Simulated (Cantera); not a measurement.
# Equilibrium for fluorocarbon and chlorocarbon gases: CF4 + HCl + H2

Input: 1 mol CF4, 0.7 mol HCl, 0.071 mol H2, equilibrated at 0.100 bar.

These are equilibrium values from Cantera (NASA tables, ideal gas, pure condensed phases), not measurements of a reactor. Candidate condensed phases: C, C6H6, C7H8, C8H18; 118 gas species. The tables' values for C2F4 are old estimates; treat these amounts as uncertain. Gases not in the tables: C2F6 and larger saturated fluorocarbons. Equilibrium is a limit: real reactors are often held back by kinetics, nucleation or transport.

```json
[
 {"T (K)": "1100", "x CF4": "0.462", "x F": "9.04e-10", "x HF": "0.240", "x Cl": "0.00130", "x CF2": "2.55e-8", "x HCl": "0.208", "x Cl2": "0.0739", "x CF": "<1e-12", "x CClF3": "0.0143", "x CF3": "4.10e-8", "n C(graphite)": "0.106"},
 {"T (K)": "1250", "x CF4": "0.439", "x F": "5.65e-8", "x HF": "0.293", "x Cl": "0.00771", "x CF2": "1.00e-6", "x HCl": "0.148", "x Cl2": "0.0976", "x CF": "<1e-12", "x CClF3": "0.0146", "x CF3": "7.86e-7", "n C(graphite)": "0.132"},
 {"T (K)": "1400", "x CF4": "0.419", "x F": "1.46e-6", "x HF": "0.329", "x Cl": "0.0293", "x CF2": "1.76e-5", "x HCl": "0.102", "x Cl2": "0.106", "x CF": "9.13e-11", "x CClF3": "0.0139", "x CF3": "7.92e-6", "n C(graphite)": "0.153"},
 {"T (K)": "1550", "x CF4": "0.398", "x F": "2.00e-5", "x HF": "0.350", "x Cl": "0.0785", "x CF2": "0.000176", "x HCl": "0.0670", "x Cl2": "0.0941", "x CF": "5.09e-9", "x CClF3": "0.0121", "x CF3": "5.02e-5", "n C(graphite)": "0.170"},
 {"T (K)": "1700", "x CF4": "0.375", "x F": "0.000172", "x HF": "0.357", "x Cl": "0.153", "x CF2": "0.00115", "x HCl": "0.0401", "x Cl2": "0.0636", "x CF": "1.38e-7", "x CClF3": "0.00916", "x CF3": "0.000226", "n C(graphite)": "0.183"},
 {"T (K)": "1850", "x CF4": "0.352", "x F": "0.00104", "x HF": "0.357", "x Cl": "0.224", "x CF2": "0.00545", "x HCl": "0.0214", "x Cl2": "0.0317", "x CF": "2.17e-6", "x CClF3": "0.00600", "x CF3": "0.000788", "n C(graphite)": "0.189"},
 {"T (K)": "2000", "x CF4": "0.329", "x F": "0.00481", "x HF": "0.354", "x Cl": "0.263", "x CF2": "0.0202", "x HCl": "0.0107", "x Cl2": "0.0127", "x CF": "2.23e-5", "x CClF3": "0.00353", "x CF3": "0.00224", "n C(graphite)": "0.181"},
 {"T (K)": "2150", "x CF4": "0.288", "x F": "0.0176", "x HF": "0.343", "x Cl": "0.273", "x CF2": "0.0600", "x HCl": "0.00527", "x Cl2": "0.00470", "x CF": "0.000162", "x CClF3": "0.00191", "x CF3": "0.00521", "n C(graphite)": "0.141"},
 {"T (K)": "2300", "x CF4": "0.212", "x F": "0.0519", "x HF": "0.320", "x Cl": "0.261", "x CF2": "0.140", "x HCl": "0.00265", "x Cl2": "0.00169", "x CF": "0.000865", "x CClF3": "0.000896", "x CF3": "0.00937", "n C(graphite)": "0.0524"},
 {"T (K)": "2450", "x CF4": "0.122", "x F": "0.140", "x HF": "0.284", "x Cl": "0.234", "x CF2": "0.203", "x HCl": "0.00123", "x Cl2": "0.000602", "x CF": "0.00249", "x CClF3": "0.000313", "x CF3": "0.0113", "n C(graphite)": "0"},
 {"T (K)": "2600", "x CF4": "0.0382", "x F": "0.260", "x HF": "0.245", "x Cl": "0.202", "x CF2": "0.238", "x HCl": "0.000731", "x Cl2": "0.000218", "x CF": "0.00692", "x CClF3": "7.67e-5", "x CF3": "0.00877", "n C(graphite)": "0"},
 {"T (K)": "2750", "x CF4": "0.00586", "x F": "0.320", "x HF": "0.225", "x Cl": "0.187", "x CF2": "0.236", "x HCl": "0.000717", "x Cl2": "9.71e-5", "x CF": "0.0209", "x CClF3": "1.41e-5", "x CF3": "0.00426", "n C(graphite)": "0.00371"},
 {"T (K)": "2900", "x CF4": "0.000873", "x F": "0.407", "x HF": "0.209", "x Cl": "0.174", "x CF2": "0.167", "x HCl": "0.000666", "x Cl2": "4.69e-5", "x CF": "0.0380", "x CClF3": "2.32e-6", "x CF3": "0.00168", "n C(graphite)": "0.152"}
]
```
x: gas mole fraction; n: condensed amount in mol.

From 1100 K to 2300 K the condensed part is C(graphite). From 2450 K to 2600 K nothing is condensed. From 2750 K to 2900 K the condensed part is C(graphite). The main C-bearing gas is CF4 at 1100 K and CF2 at 2900 K.
